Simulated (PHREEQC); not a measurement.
# Brine: an equilibrium model

Consider water at 25 °C with 0.34 mol Na2CO3, 0.0086 mol K2SO4 and 0.086 mol KBr per kg of water. Closed to the air; pH follows from the charge balance.

The numbers come from PHREEQC with the Pitzer model, pitzer.dat.

The pH is 11.51 and the ionic strength is 1.13 mol/kgw. The activity of water comes out as 0.983 and the density is 1.041 g/cm³. The osmotic coefficient comes out as 0.770. The total alkalinity is 680 meq/kg.

```tsv
species	molality	activity	log γ
Na+	0.680	0.380	-0.253
CO3-2	0.335	0.0388	-0.937
K+	0.103	0.0610	-0.228
Br-	0.0860	0.0537	-0.205
SO4-2	0.00860	0.000788	-1.038
OH-	0.00491	0.00321	-0.184
HCO3-	0.00491	0.00262	-0.272
CO2	1.60e-8	1.81e-8	0.055
```

No solid was allowed to form. In brines, pH and single-ion activities rest on the MacInnes convention.
